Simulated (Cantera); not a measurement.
An isothermal plug-flow reactor at 1250 K and 760 Torr (inlet), inlet velocity 0.095 m/s, active area per volume 180 1/m; feed 0.578 % CH4, 6.82 % O2, 91.3 % N2, 1.27 % H2O.

Computed with Cantera and Deutschmann's 1995 Pt surface mechanism with GRI-Mech 3.0 gas chemistry. Catalytic surfaces can have several steady states; this one follows from the mechanism file's or the stated starting coverage. Mass transfer to the wall is taken as infinitely fast.

One state of this run: x CH4 = 0.000553; x O2 = 0.0583; x H2O = 0.0228; x CO2 = 0.00485; x CO = 4.12e-6; θ free Pt = 0.511; θ O* = 0.487; θ OH* = 0.00168. x: gas mole fraction; θ: surface coverage.

Problem. Which value of z (m) does it belong to?
A. 0.0014
B. 0.00052
C. 0.00086
D. 0.004

Solution. A, 0.0014
